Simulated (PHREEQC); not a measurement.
**Acid mine or pickling water**

Model water analysis in mg/kgw, 25 °C, pH 2.87, pe 8.5: Na 676; K 10; Ca 87.9; Mg 162; Cl 606; S(6) as SO4 1640; F 5.7; O(0) (dissolved oxygen) 7.25; Br 10.7; Al 6.66.

Na is adjusted to close the charge balance.
Valence states are taken as typed.

The numbers come from PHREEQC with the ion-association model, phreeqc.dat.

```json
{
  "ionic_strength": "0.0617 mol/kgw",
  "specific_conductance": "4880 µS/cm",
  "density": "1.000 g/cm³",
  "total_alkalinity": "-2.47 meq/kg"
}
```

| species | molality | activity | log γ |
|---|---|---|---|
| Na+ | 0.0297 | 0.0241 | -0.090 |
| Cl- | 0.0171 | 0.0137 | -0.097 |
| SO4-2 | 0.0123 | 0.00534 | -0.362 |
| Mg+2 | 0.00425 | 0.00196 | -0.337 |
| MgSO4 | 0.00241 | 0.00245 | 0.006 |
| H+ | 0.00160 | 0.00135 | -0.073 |
| Ca+2 | 0.00154 | 0.000689 | -0.350 |
| HSO4- | 0.000865 | 0.000700 | -0.092 |
| NaSO4- | 0.000791 | 0.000646 | -0.088 |
| CaSO4 | 0.000645 | 0.000654 | 0.006 |
| K+ | 0.000247 | 0.000197 | -0.098 |

This is a speciation only: nothing precipitates in the calculation. Fluoro complexes past AlF4- and FeF3 are missing from the database.
